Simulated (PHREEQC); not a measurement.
Consider water at 25 °C with 0.11 mol NH4HS per kg of water. Closed to the air; pH follows from the charge balance.

Computed with PHREEQC (ion-association model, phreeqc.dat).

pH: 8.10
ionic strength: 0.105 mol/kgw
specific conductance: 12100 µS/cm
density: 0.998 g/cm³
total alkalinity: 110 meq/kg

```csv
species,molality,activity,log γ
NH4+,0.105,0.0775,-0.130
HS-,0.105,0.0793,-0.120
H2S,0.00540,0.00553,0.010
NH3,0.00540,0.00553,0.010
S-2,3.24e-6,1.20e-6,-0.431
OH-,1.67e-6,1.26e-6,-0.120
H+,9.70e-9,7.98e-9,-0.084
```

No solid was allowed to form.
